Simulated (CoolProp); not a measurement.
Vapour-liquid equilibrium of R134a (1) + R1234ze(E) (2) at 141 kPa; x and y are mole fractions of (1).

Computed with CoolProp (multi-fluid Helmholtz-energy mixture model, Tillner-Roth 1994 and Thol 2016; pair parameters Bell 2022).

```tsv
x	bubble temperature (°C)	y at the bubble point	dew temperature at overall composition x (°C)	liquid density (mol/L)
0.05	-11.9	0.078	-11.6	11.25
0.15	-13.2	0.213	-12.6	11.45
0.25	-14.3	0.328	-13.6	11.65
0.35	-15.2	0.431	-14.5	11.86
0.45	-16.0	0.525	-15.4	12.06
0.55	-16.6	0.614	-16.2	12.27
0.65	-17.2	0.700	-16.9	12.48
0.75	-17.7	0.785	-17.5	12.70
0.85	-18.1	0.870	-18.0	12.92
0.95	-18.4	0.956	-18.4	13.15
```

No azeotrope shows between x = 0.05 and 0.95.

The pair parameters rest on a limited set of measurements; away from them the model extrapolates.
